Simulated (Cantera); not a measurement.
A perfectly stirred reactor is fed with C₃H₈ : O₂ : N₂ = 1 : 10.2 : 38.4 (molar parts), equivalence ratio 0.49, at 0.260 bar; it is adiabatic with a 473 K inlet, and is followed from long to short residence time, starting on the burning branch (τ in s: 0.076, 0.04, 0.021, 0.011, 0.006, 0.0032, 0.0017, 0.0009, 0.00048, 0.00025, 0.00014, 7.2e-05).

Model: GRI-Mech 3.0 (53 species, 325 reactions), integrated in Cantera. GRI-Mech 3.0 was tuned for natural gas; its chemistry of propane as a main component is partial and can be far from experiment.

Question: Predict: blow-out, bracketed by the residence times tried; x(C₃H₈) at τ = 76.0 ms; x(O₂) at τ = 76.0 ms; x(HO₂) at τ = 76.0 ms; x(CH₂) at τ = 76.0 ms; x(HCN) at τ = 76.0 ms; x(C₃H₈) at τ = 1.70 ms; x(O₂) at τ = 1.70 ms; x(HO₂) at τ = 1.70 ms; x(CH₂) at τ = 1.70 ms; x(HCN) at τ = 1.70 ms.

Answer: blow-out, bracketed by the residence times tried: burning at 0.900 ms, out at 0.480 ms
x(C₃H₈) at τ = 76.0 ms: 2.49e-6
x(O₂) at τ = 76.0 ms: 0.103
x(HO₂) at τ = 76.0 ms: 3.34e-6
x(CH₂) at τ = 76.0 ms: 4.96e-8
x(HCN) at τ = 76.0 ms: 1.20e-9
x(C₃H₈) at τ = 1.70 ms: 4.31e-5
x(O₂) at τ = 1.70 ms: 0.108
x(HO₂) at τ = 1.70 ms: 2.21e-5
x(CH₂) at τ = 1.70 ms: 1.05e-6
x(HCN) at τ = 1.70 ms: 1.86e-8
